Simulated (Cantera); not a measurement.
## Silicon oxide and oxynitride deposition: Si₂H₆ + NO + N₂ + H₂O

Feed: 1 mol Si₂H₆, 0.1 mol NO, 50 mol N₂, 11 mol H₂O, equilibrated at 750 Torr.

Method: chemical equilibrium by Gibbs-energy minimisation in Cantera with the NASA 1993 tables (ideal gas, pure condensed phases). Candidate condensed phases: H₂O, Si, SiO₂, Si₂N₂O, Si₃N₄; 35 gas species. The feed counts by its element totals alone. The tables hold silica as quartz up to 1696 K and as liquid above; real silica turns to tridymite and cristobalite and melts near 1996 K. Gases not in the tables: Si(OH)₄. Rates play no part.

| T (K) | log p N₂ | log p H₂O | log p H₂ | log p H | log p SiO | log p OH | n SiO₂(β-quartz) | n SiO₂(condensed) | n SiO₂(l) |
|---|---|---|---|---|---|---|---|---|---|
| 950 | -0.11 | -0.96 | -0.97 | -9.74 | <-12 | <-12 | 2.00 | 0 | 0 |
| 1050 | -0.11 | -0.96 | -0.97 | -8.57 | <-12 | -11.06 | 2.00 | 0 | 0 |
| 1150 | -0.11 | -0.96 | -0.97 | -7.61 | <-12 | -9.82 | 2.00 | 0 | 0 |
| 1250 | -0.11 | -0.96 | -0.97 | -6.80 | <-12 | -8.77 | 2.00 | 0 | 0 |
| 1350 | -0.11 | -0.96 | -0.97 | -6.11 | -10.88 | -7.88 | 2.00 | 0 | 0 |
| 1450 | -0.11 | -0.96 | -0.97 | -5.51 | -9.43 | -7.12 | 2.00 | 0 | 0 |
| 1550 | -0.11 | -0.96 | -0.97 | -4.99 | -8.17 | -6.45 | 2.00 | 0 | 0 |
| 1650 | -0.11 | -0.96 | -0.97 | -4.53 | -7.07 | -5.86 | 2.00 | 0 | 0 |
| 1750 | -0.11 | -0.96 | -0.97 | -4.12 | -6.11 | -5.34 | 0 | 2.00 | 0 |
| 1850 | -0.11 | -0.96 | -0.97 | -3.75 | -5.26 | -4.87 | 0 | 2.00 | 0 |
| 1950 | -0.11 | -0.96 | -0.97 | -3.42 | -4.50 | -4.45 | 0 | 2.00 | 0 |
| 2050 | -0.11 | -0.96 | -0.97 | -3.13 | -3.83 | -4.08 | 0 | 0 | 1.99 |
log p: log10 of the partial pressure in bar; n: condensed amount in mol.

From 950 K to 1650 K the condensed part is SiO₂(β-quartz). From 1750 K to 1950 K the condensed part is SiO₂(condensed). At 2050 K the condensed part is SiO₂(l).
